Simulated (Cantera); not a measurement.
A perfectly stirred reactor is fed with H2 : O2 = 0.0067 : 1 (molar parts), equivalence ratio 0.0034, at 10.00 Torr; it is held at 925 K, and followed from long to short residence time.

Computed with Cantera and GRI-Mech 3.0 (53 species, 325 reactions). Radical loss at walls, strong at low pressure, is not modelled. Below about 950 K walls govern HO2 and H2O2 in real vessels.

One state of this run: x H2 = 0.000964; x O2 = 0.992; x H2O2 = 7.24e-8; x OH = 0.000272; x HO2 = 3.12e-6; x H2O = 0.00548; x O = 0.00123. x: mole fraction; the columns are a selection and need not sum to one.

Q: Which value of τ (s) does it belong to?
A. 0.083
B. 0.17
C. 0.0041
D. 0.019

A: A, 0.083
